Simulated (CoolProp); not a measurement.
Properties of R236FA along the isotherm 400 K.

Values from CoolProp's reference Helmholtz-energy equation of state, Pan 2012.

```csv
p (bar),phase,Z,Prandtl number
1.23,gas,0.9867,0.673
2.45,gas,0.9733,0.678
3.68,gas,0.9595,0.684
4.91,gas,0.9455,0.689
6.14,gas,0.9312,0.695
7.36,gas,0.9167,0.702
8.59,gas,0.9018,0.709
9.82,gas,0.8866,0.716
11,gas,0.8716,0.724
12.3,gas,0.8546,0.734
13.5,gas,0.8384,0.743
14.7,gas,0.8218,0.754
16,gas,0.8032,0.766
```

Viscosity comes from a separate model (Huber 2003), an estimate that may be off by 10 % or more. Thermal conductivity comes from a separate model (Huber 2003), an estimate that may be off by 10 % or more.
